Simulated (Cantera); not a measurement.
Mixture: 17.4 % CH4, 17.4 % O2, 65.3 % N2, equivalence ratio 2.0, at 46000 Pa, adiabatic and at constant volume. Ignition delay is the time to a rise of 400 K.

Detailed kinetics in Cantera: GRI-Mech 3.0 (53 species, 325 reactions).

Predict: delay at 1000 K; delay at 1050 K; delay at 1100 K; delay at 1150 K; delay at 1200 K; delay at 1250 K; apparent activation energy between 1150 and 1250 K.


```json
{
 "delay at 1000 K": "3.39 s",
 "delay at 1050 K": "1.36 s",
 "delay at 1100 K": "0.578 s",
 "delay at 1150 K": "0.257 s",
 "delay at 1200 K": "0.120 s",
 "delay at 1250 K": "57.9 ms",
 "apparent activation energy between 1150 and 1250 K": "180 kJ/mol"
}
```
